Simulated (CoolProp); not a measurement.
Vapour-liquid equilibrium of acetone (1) + p-xylene (2) at 401.9 K; x and y are mole fractions of (1).

Computed with CoolProp (multi-fluid Helmholtz-energy mixture model, Lemmon 2006 and Zhou 2012; pair parameters Bell 2016).

```csv
x,bubble pressure (MPa),y at the bubble point,dew pressure at overall composition x (MPa),liquid density (mol/L)
0.05,0.1301,0.415,0.08187,7.316
0.15,0.2191,0.672,0.09118,7.599
0.25,0.2930,0.770,0.1028,7.903
0.35,0.3568,0.825,0.1179,8.230
0.45,0.4145,0.863,0.1379,8.584
0.55,0.4694,0.892,0.1658,8.970
0.65,0.5237,0.918,0.2073,9.391
0.75,0.5795,0.942,0.2745,9.853
0.85,0.6384,0.965,0.3935,10.36
0.95,0.7019,0.988,0.6006,10.93
```

No azeotrope shows between x = 0.05 and 0.95.

The pair parameters rest on a limited set of measurements; away from them the model extrapolates.
